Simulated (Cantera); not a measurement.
A perfectly stirred reactor is fed with CO : H2 : O2 : N2 = 1 : 0.042 : 1.02 : 3.84 (molar parts), equivalence ratio 0.51, at 2.57 atm; it is adiabatic with a 350 K inlet, and is followed from long to short residence time, starting on the burning branch (τ in s: 0.1, 0.03, 0.0086, 0.0025, 0.0007, 0.0002, 5.8e-05, 1.7e-05, 4.8e-06).

Model: GRI-Mech 3.0 (53 species, 325 reactions), integrated in Cantera. The hydrogen kinetics of GRI-Mech 3.0 are dated; newer H2 mechanisms differ, most at raised pressure.

Q: What does this change do: pressure from 2.57 atm to 1.00 atm?

A: 
| quantity | before | after |
|---|---|---|
| blow-out, bracketed by the residence times tried | burning at 0.700 ms, out at 0.200 ms | burning at 2.50 ms, out at 0.700 ms |
| x(CO) at τ = 0.100 s | 0.00160 | 0.00398 |
| x(H2) at τ = 0.100 s | 1.26e-5 | 3.60e-5 |
| x(O2) at τ = 0.100 s | 0.0931 | 0.0937 |
| x(H) at τ = 0.100 s | 1.01e-5 | 5.63e-5 |
| x(HO2) at τ = 0.100 s | 1.57e-6 | 1.80e-6 |
| x(CO) at τ = 0.700 ms | 0.0366 | 0.169 |
| x(H2) at τ = 0.700 ms | 0.000191 | 0.00712 |
| x(O2) at τ = 0.700 ms | 0.107 | 0.173 |
| x(H) at τ = 0.700 ms | 0.000515 | <1e-12 |
| x(HO2) at τ = 0.700 ms | 2.71e-5 | <1e-12 |

Q: What does this change do: inlet temperature 350 to 573 K?

A: 
```tsv
quantity	before	after
blow-out, bracketed by the residence times tried	burning at 0.700 ms, out at 0.200 ms	burning at 0.700 ms, out at 0.200 ms
x(CO) at τ = 0.100 s	0.00160	0.00203
x(H2) at τ = 0.100 s	1.26e-5	1.57e-5
x(O2) at τ = 0.100 s	0.0931	0.0929
x(H) at τ = 0.100 s	1.01e-5	1.35e-5
x(HO2) at τ = 0.100 s	1.57e-6	1.07e-6
x(CO) at τ = 0.700 ms	0.0366	0.0310
x(H2) at τ = 0.700 ms	0.000191	0.000193
x(O2) at τ = 0.700 ms	0.107	0.103
x(H) at τ = 0.700 ms	0.000515	0.000758
x(HO2) at τ = 0.700 ms	2.71e-5	1.71e-5
```

Q: What does this change do: inlet temperature 350 to 800 K?

A: 
```tsv
quantity	before	after
blow-out, bracketed by the residence times tried	burning at 0.700 ms, out at 0.200 ms	burning at 0.200 ms, out at 58.0 µs
x(CO) at τ = 0.100 s	0.00160	0.00306
x(H2) at τ = 0.100 s	1.26e-5	2.23e-5
x(O2) at τ = 0.100 s	0.0931	0.0921
x(H) at τ = 0.100 s	1.01e-5	2.16e-5
x(HO2) at τ = 0.100 s	1.57e-6	1.13e-6
x(CO) at τ = 0.700 ms	0.0366	0.0326
x(H2) at τ = 0.700 ms	0.000191	0.000211
x(O2) at τ = 0.700 ms	0.107	0.103
x(H) at τ = 0.700 ms	0.000515	0.000911
x(HO2) at τ = 0.700 ms	2.71e-5	1.17e-5
```
